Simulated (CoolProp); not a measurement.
A Linde-Hampson liquefier for CF4 (R14): isothermal reversible compression at 290 K from 1 atm to 5 MPa, throttling to 1 atm, return gas leaving the recuperator 2 K below the feed. Each further row changes one setting.

The numbers come from the reference Helmholtz-energy equation of state, Platzer 1990 in CoolProp. This equation is an older, rougher fit; its heat capacities, sound speeds and derivatives of the liquid may be far off and weren't checked against measurements.

```tsv
case	liquid yield per pass	compression work (kJ/kg of gas)
as stated	(withheld)	101
high pressure 10 MPa	(withheld)	(withheld)
warm-end temperature 320 K	(withheld)	(withheld)
warm-end gap 7 K	(withheld)	101
```

Task: Fill in the missing entries.

Result: 
- as stated, liquid yield per pass: 0.095
- high pressure 10 MPa, liquid yield per pass: 0.208
- high pressure 10 MPa, compression work (kJ/kg of gas): 115
- warm-end temperature 320 K, liquid yield per pass: 0.066
- warm-end temperature 320 K, compression work (kJ/kg of gas): 114
- warm-end gap 7 K, liquid yield per pass: 0.080
